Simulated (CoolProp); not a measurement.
Vapour-liquid equilibrium of n-perfluorobutane (1) + R365MFC (2) at -21.75 °C; x and y are mole fractions of (1).

Computed with CoolProp (multi-fluid Helmholtz-energy mixture model, Gao 2022 and Lemmon 2016; pair parameters Bell 2016).

| x | bubble pressure, mixture model (MPa) | bubble pressure, Raoult's law (MPa) | y, mixture model | y, Raoult's law |
|---|---|---|---|---|
| 0.05 | 0.01790 | 0.007392 | 0.701 | 0.287 |
| 0.125 | 0.02845 | 0.01016 | 0.820 | 0.522 |
| 0.2 | 0.03355 | 0.01293 | 0.853 | 0.657 |
| 0.275 | 0.03587 | 0.01570 | 0.865 | 0.744 |
| 0.35 | 0.03685 | 0.01846 | 0.871 | 0.805 |
| 0.425 | 0.03727 | 0.02123 | 0.873 | 0.850 |
| 0.5 | 0.03753 | 0.02400 | 0.875 | 0.884 |
| 0.575 | 0.03787 | 0.02677 | 0.878 | 0.912 |
| 0.65 | 0.03836 | 0.02954 | 0.883 | 0.934 |
| 0.725 | 0.03906 | 0.03230 | 0.892 | 0.953 |
| 0.8 | 0.03994 | 0.03507 | 0.907 | 0.968 |
| 0.875 | 0.04093 | 0.03784 | 0.930 | 0.982 |
| 0.95 | 0.04191 | 0.04061 | 0.966 | 0.993 |

The largest gap from Raoult's law is +180.0 % in bubble pressure, at x = 0.125. No azeotrope shows between x = 0.05 and 0.95.

The pair parameters rest on a limited set of measurements; away from them the model extrapolates. With so large a gap from Raoult's law the liquid may split in two, which this calculation doesn't test in full.
